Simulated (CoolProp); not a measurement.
Properties of n-butane along the isotherm 451.6 K.

The numbers come from the reference Helmholtz-energy equation of state, Bücker 2006 in CoolProp.

```
p (bar)          phase  Joule-Thomson coefficient (K/MPa)  expansivity (1/kK)  conductivity (mW/(m K))  Prandtl number
-------  -------------  ---------------------------------  ------------------  -----------------------  --------------
6.33               gas                              7.198               2.611                     36.0           0.755
12.7               gas                              7.711               3.141                     36.8           0.774
19                 gas                              8.315               3.867                     37.8           0.803
25.3               gas                              9.041               4.929                     39.1           0.847
31.6               gas                              9.911               6.606                     40.9           0.919
38       supercritical                              10.93               9.620                     43.6            1.05
44.3     supercritical                              11.82               15.75                     48.0            1.33
50.6     supercritical                              11.23               28.04                     55.5            2.00
56.9     supercritical                              7.588               27.76                     61.6            2.54
```

Viscosity comes from a separate model (Vogel 1999). Thermal conductivity comes from a separate model (Perkins 2002).
